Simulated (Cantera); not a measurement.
**Silicon carbide growth: (CH₃)₂SiCl₂ + CH₄ + H₂**

A closed system holds: 1 mol (CH₃)₂SiCl₂, 0.03 mol CH₄, 16 mol H₂, held at 6.30 mbar.

These are equilibrium values from Cantera (NASA tables, ideal gas, pure condensed phases), not measurements of a reactor. Candidate condensed phases: C, C₆H₆, C₇H₈, C₈H₁₈, Si, SiC; 109 gas species. The feed counts by its element totals alone. The tables' values for SiCl are old estimates; treat these amounts as uncertain. Equilibrium is a limit: real reactors are often held back by kinetics, nucleation or transport.

From 1227 °C to 1777 °C the condensed part is C(graphite) + SiC(s). The main Si-bearing gas is SiCl₂ throughout. The share of Si in condensed phases is highest at 1227 °C (99.5 %) and lowest at 1777 °C (94.8 %).

```json
[
 {"T (°C)": "1227", "log p H₂": "-2.25", "log p HCl": "-3.20", "log p H": "-5.88", "log p Cl": "-6.93", "log p SiCl₂": "-5.79", "log p C₂H₂ (acetylene)": "-7.29", "log p Si": "-10.12", "log p SiCl": "-9.33", "n C(graphite)": "1.03", "n SiC(s)": "0.995"},
 {"T (°C)": "1277", "log p H₂": "-2.25", "log p HCl": "-3.21", "log p H": "-5.62", "log p Cl": "-6.68", "log p SiCl₂": "-5.70", "log p C₂H₂ (acetylene)": "-7.04", "log p Si": "-9.53", "log p SiCl": "-8.93", "n C(graphite)": "1.04", "n SiC(s)": "0.993"},
 {"T (°C)": "1327", "log p H₂": "-2.25", "log p HCl": "-3.21", "log p H": "-5.39", "log p Cl": "-6.45", "log p SiCl₂": "-5.61", "log p C₂H₂ (acetylene)": "-6.81", "log p Si": "-8.99", "log p SiCl": "-8.56", "n C(graphite)": "1.04", "n SiC(s)": "0.992"},
 {"T (°C)": "1377", "log p H₂": "-2.25", "log p HCl": "-3.21", "log p H": "-5.16", "log p Cl": "-6.23", "log p SiCl₂": "-5.52", "log p C₂H₂ (acetylene)": "-6.59", "log p Si": "-8.48", "log p SiCl": "-8.20", "n C(graphite)": "1.04", "n SiC(s)": "0.990"},
 {"T (°C)": "1427", "log p H₂": "-2.25", "log p HCl": "-3.21", "log p H": "-4.96", "log p Cl": "-6.03", "log p SiCl₂": "-5.44", "log p C₂H₂ (acetylene)": "-6.38", "log p Si": "-8.00", "log p SiCl": "-7.87", "n C(graphite)": "1.04", "n SiC(s)": "0.988"},
 {"T (°C)": "1477", "log p H₂": "-2.25", "log p HCl": "-3.21", "log p H": "-4.76", "log p Cl": "-5.83", "log p SiCl₂": "-5.37", "log p C₂H₂ (acetylene)": "-6.19", "log p Si": "-7.54", "log p SiCl": "-7.56", "n C(graphite)": "1.04", "n SiC(s)": "0.986"},
 {"T (°C)": "1527", "log p H₂": "-2.25", "log p HCl": "-3.21", "log p H": "-4.57", "log p Cl": "-5.65", "log p SiCl₂": "-5.30", "log p C₂H₂ (acetylene)": "-6.00", "log p Si": "-7.12", "log p SiCl": "-7.27", "n C(graphite)": "1.04", "n SiC(s)": "0.984"},
 {"T (°C)": "1577", "log p H₂": "-2.25", "log p HCl": "-3.21", "log p H": "-4.39", "log p Cl": "-5.48", "log p SiCl₂": "-5.24", "log p C₂H₂ (acetylene)": "-5.83", "log p Si": "-6.71", "log p SiCl": "-6.99", "n C(graphite)": "1.04", "n SiC(s)": "0.981"},
 {"T (°C)": "1627", "log p H₂": "-2.25", "log p HCl": "-3.22", "log p H": "-4.23", "log p Cl": "-5.31", "log p SiCl₂": "-5.18", "log p C₂H₂ (acetylene)": "-5.67", "log p Si": "-6.33", "log p SiCl": "-6.73", "n C(graphite)": "1.04", "n SiC(s)": "0.977"},
 {"T (°C)": "1677", "log p H₂": "-2.25", "log p HCl": "-3.22", "log p H": "-4.07", "log p Cl": "-5.16", "log p SiCl₂": "-5.13", "log p C₂H₂ (acetylene)": "-5.51", "log p Si": "-5.97", "log p SiCl": "-6.48", "n C(graphite)": "1.04", "n SiC(s)": "0.971"},
 {"T (°C)": "1727", "log p H₂": "-2.26", "log p HCl": "-3.23", "log p H": "-3.92", "log p Cl": "-5.02", "log p SiCl₂": "-5.08", "log p C₂H₂ (acetylene)": "-5.37", "log p Si": "-5.62", "log p SiCl": "-6.25", "n C(graphite)": "1.04", "n SiC(s)": "0.962"},
 {"T (°C)": "1777", "log p H₂": "-2.26", "log p HCl": "-3.23", "log p H": "-3.77", "log p Cl": "-4.88", "log p SiCl₂": "-5.03", "log p C₂H₂ (acetylene)": "-5.23", "log p Si": "-5.29", "log p SiCl": "-6.03", "n C(graphite)": "1.04", "n SiC(s)": "0.948"}
]
```
log p: log10 of the partial pressure in bar; n: condensed amount in mol.
